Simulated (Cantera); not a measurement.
**Ignition delay**

Mixture: CH4 : O2 : N2 = 1 : 1.33 : 5.01 (molar parts), equivalence ratio 1.5, at 1.01 bar, adiabatic and at constant pressure. Ignition delay is the time to a rise of 400 K.

Detailed kinetics in Cantera: GRI-Mech 3.0 (53 species, 325 reactions).

| T0 (K) | delay (ms) |
|---|---|
| 1300 | 14.5 |
| 1375 | 5.67 |
| 1450 | 2.37 |
| 1525 | 1.07 |
| 1600 | 0.524 |
| 1675 | 0.279 |
| 1750 | 0.161 |
| 1825 | 0.0984 |
| 1900 | 0.0636 |

| Quantity | Value |
|---|---|
| apparent activation energy between 1750 and 1900 K | 170 kJ/mol |
